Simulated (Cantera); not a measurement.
Feed: 1 mol n-butane, 0.54 mol H2, at 0.0133 bar.

Cantera equilibrium calculation (NASA polynomials, part measured and part estimated; ideal gas, pure solids and liquids). Candidate condensed phases: C, C6H6, C7H8, C8H18; 76 gas species. Rates play no part.

x: gas mole fraction; n: condensed amount in mol.

```json
[
 {"T (°C)": "1775", "x H2": "0.980", "x H": "0.0192", "x C2H2 (acetylene)": "0.00103", "x C2H": "4.42e-7", "x C3": "…", "x C4H2": "4.34e-7", "x C": "6.27e-9", "n C(graphite)": "3.99"},
 {"T (°C)": "1825", "x H2": "0.972", "x H": "0.0263", "x C2H2 (acetylene)": "0.00139", "x C2H": "9.64e-7", "x C3": "…", "x C4H2": "8.02e-7", "x C": "1.71e-8", "n C(graphite)": "3.98"},
 {"T (°C)": "1875", "x H2": "0.963", "x H": "0.0354", "x C2H2 (acetylene)": "0.00184", "x C2H": "2.03e-6", "x C3": "…", "x C4H2": "1.43e-6", "x C": "4.44e-8", "n C(graphite)": "3.98"},
 {"T (°C)": "1925", "x H2": "0.951", "x H": "0.0470", "x C2H2 (acetylene)": "0.00241", "x C2H": "4.11e-6", "x C3": "…", "x C4H2": "2.49e-6", "x C": "1.11e-7", "n C(graphite)": "3.97"},
 {"T (°C)": "1975", "x H2": "0.935", "x H": "0.0615", "x C2H2 (acetylene)": "0.00310", "x C2H": "8.05e-6", "x C3": "…", "x C4H2": "4.19e-6", "x C": "2.64e-7", "n C(graphite)": "3.96"},
 {"T (°C)": "2025", "x H2": "0.917", "x H": "0.0794", "x C2H2 (acetylene)": "0.00392", "x C2H": "1.53e-5", "x C3": "…", "x C4H2": "6.87e-6", "x C": "6.07e-7", "n C(graphite)": "3.95"},
 {"T (°C)": "2075", "x H2": "0.894", "x H": "0.101", "x C2H2 (acetylene)": "0.00489", "x C2H": "2.81e-5", "x C3": "…", "x C4H2": "1.10e-5", "x C": "1.35e-6", "n C(graphite)": "3.94"},
 {"T (°C)": "2125", "x H2": "0.867", "x H": "0.127", "x C2H2 (acetylene)": "0.00599", "x C2H": "5.03e-5", "x C3": "…", "x C4H2": "1.70e-5", "x C": "2.89e-6", "n C(graphite)": "3.93"},
 {"T (°C)": "2175", "x H2": "0.835", "x H": "0.158", "x C2H2 (acetylene)": "0.00722", "x C2H": "8.74e-5", "x C3": "…", "x C4H2": "2.57e-5", "x C": "6.01e-6", "n C(graphite)": "3.91"},
 {"T (°C)": "2225", "x H2": "0.798", "x H": "0.193", "x C2H2 (acetylene)": "0.00856", "x C2H": "0.000148", "x C3": "…", "x C4H2": "3.79e-5", "x C": "1.21e-5", "n C(graphite)": "3.89"},
 {"T (°C)": "2275", "x H2": "0.757", "x H": "0.233", "x C2H2 (acetylene)": "0.00998", "x C2H": "0.000244", "x C3": "…", "x C4H2": "5.45e-5", "x C": "2.38e-5", "n C(graphite)": "3.87"},
 {"T (°C)": "2325", "x H2": "0.710", "x H": "0.278", "x C2H2 (acetylene)": "0.0114", "x C2H": "0.000392", "x C3": "…", "x C4H2": "7.62e-5", "x C": "4.56e-5", "n C(graphite)": "3.84"}
]
```

### Question
Complete the blanks.

### Answer

- 1775, x C3: 6.59e-9
- 1825, x C3: 2.07e-8
- 1875, x C3: 6.16e-8
- 1925, x C3: 1.74e-7
- 1975, x C3: 4.69e-7
- 2025, x C3: 1.21e-6
- 2075, x C3: 2.99e-6
- 2125, x C3: 7.11e-6
- 2175, x C3: 1.63e-5
- 2225, x C3: 3.61e-5
- 2275, x C3: 7.75e-5
- 2325, x C3: 0.000161
